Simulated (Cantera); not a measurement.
Feed: 1 mol Si3N4, 0.0027 mol H2O, 55 mol H2, at 800 °C and 1500 Pa.

These are equilibrium values from Cantera (NASA tables, ideal gas, pure condensed phases), not measurements of a reactor. Candidate condensed phases: H2O, Si, SiO2, Si2N2O, Si3N4; 35 gas species. Mutual solubility and eutectic melting of coexisting phases are not modelled. Equilibrium is a limit: real reactors are often held back by kinetics, nucleation or transport.

Base state: H2 1.000, N2 1.64e-5 (mole fractions); condensed: Si2N2O(s) + Si3N4(s).

Question: What changes in the equilibrium state with this change: Si3N4 replaced by SiC?

Answer: 
| species | before | after |
|---|---|---|
| H2 | 1.000 | 1.000 |
| CH4 | 0 | 2.36e-5 |
| N2 | 1.64e-5 | 0 |
| Si2N2O(s), mol | 0.00270 | 0 |
| Si3N4(s), mol | 0.998 | 0 |
| SiC(s), mol | 0 | 0.999 |
| SiO2(β-quartz), mol | 0 | 0.00133 |
Further candidate phases: C, C6H6, C7H8, C8H18, SiC.
